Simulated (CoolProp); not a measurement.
Computed with CoolProp (reference Helmholtz-energy equation of state, Gao 2016).

**Question.** For sulfur dioxide, give the phase and the cp (kJ/(kg K)), cv (kJ/(kg K)) at 465.3 K and 0.841 MPa; 492.1 K and 0.841 MPa.

**Answer.** 
- 465.3 K and 0.841 MPa: gas; cp 0.742, cv 0.592
- 492.1 K and 0.841 MPa: gas; cp 0.748, cv 0.601
